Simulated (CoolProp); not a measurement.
A closed Brayton cycle with nitrogen: compressor inlet 316.15 K and 1.4 MPa, high pressure 4.4 MPa, turbine inlet 995 K, compressor efficiency 0.8, turbine efficiency 0.9, recuperator effectiveness 0.95 (on enthalpy, no pinch check). Each further row changes one setting.

The numbers come from the reference Helmholtz-energy equation of state, Span 2000 in CoolProp.

```tsv
case	thermal efficiency (%)	net work (kJ/kg)	compressor to turbine work	compressor exit (K)	turbine exit (K)
as stated	___	106	0.60	469.2	764.0
turbine inlet 945 K	34.4	___	___	469.2	723.8
compressor inlet 326.15 K	___	___	0.62	483.8	764.0
high pressure 3.74 MPa	39.0	___	0.58	___	793.3
recuperator effectiveness 0.5	___	106	0.60	469.2	764.0
```

Task: Complete the blanks.

Result: 
- as stated, thermal efficiency (%): 37.3
- turbine inlet 945 K, net work (kJ/kg): 92.2
- turbine inlet 945 K, compressor to turbine work: 0.63
- compressor inlet 326.15 K, thermal efficiency (%): 35.6
- compressor inlet 326.15 K, net work (kJ/kg): 101
- high pressure 3.74 MPa, net work (kJ/kg): 98.8
- high pressure 3.74 MPa, compressor exit (K): 444.4
- recuperator effectiveness 0.5, thermal efficiency (%): 24.8
